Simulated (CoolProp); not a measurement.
Model: reference Helmholtz-energy equation of state, Lemmon 2006, in CoolProp. It is a short technical equation, of lower accuracy than the large ones.

Q: For toluene, give the phase and the density (kg/m³), cp (kJ/(kg K)), cv (kJ/(kg K)), viscosity (µPa s) at 330.8 K and 23.6 MPa.

A: 
- 330.8 K and 23.6 MPa: liquid; density 852, cp 1.78, cv 1.37, viscosity 469

Viscosity comes from a separate model (Avgeri 2015).
